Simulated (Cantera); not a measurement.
Feed: 1 mol FeCl₂, 0.26 mol HCl, 15 mol N₂, at 1302 °C and 3.90 Pa.

Equilibrium computed with Cantera from the NASA thermochemical tables; the gas is ideal and each condensed phase is pure. Candidate condensed phases: Fe, FeCl₂, FeCl₃, NH₄Cl; 18 gas species. The numbers say what is thermodynamically allowed, not how fast it happens.

Base state: N₂ 0.919, FeCl₂ 0.0595, HCl 0.0151, Cl 0.00437, Fe 0.00179, H₂ 0.000335, H 0.000122, FeCl 1.07e-5 (mole fractions); condensed: gas only.

### Question
What changes in the equilibrium state with this change: pressure from 3.90 Pa to 68.0 Pa?

### Answer
```tsv
species	before	after
N₂	0.919	0.922
FeCl₂	0.0595	0.0613
HCl	0.0151	0.0152
Cl	0.00437	0.00100
Fe	0.00179	0.000116
H	0.000122	3.06e-5
```

### Question
What changes in the equilibrium state with this change: temperature from 1302 °C to 1450 °C?

### Answer
```csv
species,before,after
N₂,0.919,0.902
FeCl₂,0.0595,0.0492
Cl,0.00437,0.0227
Fe,0.00179,0.0109
HCl,0.0151,0.0148
FeCl,1.07e-5,4.94e-5
H,0.000122,0.000430
H₂,0.000335,0.000217
```

### Question
What changes in the equilibrium state with this change: 0.19 mol Cl₂ added?

### Answer
```tsv
species	before	after
N₂	0.919	0.901
FeCl₂	0.0595	0.0600
Cl	0.00437	0.0230
Fe	0.00179	6.52e-5
HCl	0.0151	0.0156
H₂	0.000335	1.28e-5
FeCl	1.07e-5	2.05e-6
```
